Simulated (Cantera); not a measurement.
A closed system holds: 1 mol H2O, 2 mol O2, 0.24 mol H2, 0.00095 mol N2, held at 13300 Pa.

These are equilibrium values from Cantera (NASA tables, ideal gas, pure condensed phases), not measurements of a reactor. Candidate condensed phases: H2O; 24 gas species. The numbers say what is thermodynamically allowed, not how fast it happens.

At 1475 °C, list the 5 most abundant gas species with their mole fractions, and the condensed phases.

O2 0.601, H2O 0.396, OH 0.00214, N2 0.000252, O 0.000156. Condensed: gas only.
